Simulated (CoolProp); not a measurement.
Vapour-liquid equilibrium of ethanol (1) + n-decane (2) at 167.95 °C; x and y are mole fractions of (1).

Values from CoolProp's multi-fluid Helmholtz-energy mixture model, Schroeder 2014 and Lemmon 2006; pair parameters Bell 2016.

| x | bubble pressure, mixture model (bar) | bubble pressure, Raoult's law (bar) | y, mixture model | y, Raoult's law |
|---|---|---|---|---|
| 0.05 | 3.086 | 1.578 | ? | 0.480 |
| 0.2 | 7.210 | 3.722 | 0.870 | 0.814 |
| 0.35 | ? | 5.866 | ? | 0.904 |
| 0.5 | 10.34 | 8.009 | ? | 0.946 |
| 0.65 | 11.42 | 10.15 | 0.929 | 0.970 |
| 0.8 | ? | 12.30 | 0.951 | 0.986 |
| 0.95 | 14.49 | 14.44 | 0.986 | 0.997 |

Question: Complete the blanks.

Answer: 
- 0.05, y, mixture model: 0.709
- 0.35, bubble pressure, mixture model (bar): 9.168
- 0.35, y, mixture model: 0.899
- 0.5, y, mixture model: 0.914
- 0.8, bubble pressure, mixture model (bar): 12.76

The largest gap from Raoult's law is +95.6 % in bubble pressure, at x = 0.05. No azeotrope shows between x = 0.05 and 0.95.

Pair parameters are fitted to limited data, so mixtures are less certain than the pure fluids. With so large a gap from Raoult's law the liquid may split in two, which this calculation doesn't test in full.
